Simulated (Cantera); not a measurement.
A closed system holds: 1 mol CF₄, a varied amount of CH₄, held at 3075 K and 0.0100 bar.

Cantera equilibrium calculation (NASA polynomials, part measured and part estimated; ideal gas, pure solids and liquids). Candidate condensed phases: C, C₆H₆, C₇H₈, C₈H₁₈; 95 gas species. Rates play no part.

### Question
Which condensed phases are stable at each of these points (n(CH₄) (mol)): 0.0082, 0.014, 0.025, 0.044, 0.077, 0.14, 0.24, 0.42?

### Answer
```json
[
 {"n(CH₄) (mol)": "0.0082", "condensed phases": "gas only", "C condensed (%)": "0.0"},
 {"n(CH₄) (mol)": "0.014", "condensed phases": "gas only", "C condensed (%)": "0.0"},
 {"n(CH₄) (mol)": "0.025", "condensed phases": "gas only", "C condensed (%)": "0.0"},
 {"n(CH₄) (mol)": "0.044", "condensed phases": "gas only", "C condensed (%)": "0.0"},
 {"n(CH₄) (mol)": "0.077", "condensed phases": "gas only", "C condensed (%)": "0.0"},
 {"n(CH₄) (mol)": "0.14", "condensed phases": "gas only", "C condensed (%)": "0.0"},
 {"n(CH₄) (mol)": "0.24", "condensed phases": "gas only", "C condensed (%)": "0.0"},
 {"n(CH₄) (mol)": "0.42", "condensed phases": "C(graphite)", "C condensed (%)": "3.2"}
]
```

From 0.0082 mol CH₄ to 0.24 mol CH₄ nothing is condensed. At 0.42 mol CH₄ the condensed part is C(graphite).
